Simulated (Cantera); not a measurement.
Gas mixture: N₂O = 1 (molar parts), at 0.0133 bar, frozen composition.

Cantera's kinetic-theory transport with the Lennard-Jones parameters of GRI-Mech 3.0, ideal gas; thermal conductivity in the mixture-averaged form. The composition is frozen, though it would react at the higher temperatures.

One state of this run: ρ (kg/m³) = 0.0128; cp (J/kg/K) = 1073; μ (µPa s) = 25.5; λ (mW/m/K) = 37.0; Pr = 0.739; D (cm²/s) CH₃ = 39.4; D (cm²/s) N₂ = 35.1; D (cm²/s) O = 55.7. D: mixture-averaged diffusion coefficient of that species in the mixture.

Q: Which value of T (K) does it belong to?
A) 1000
B) 700
C) 400
D) 550

A: D, 550
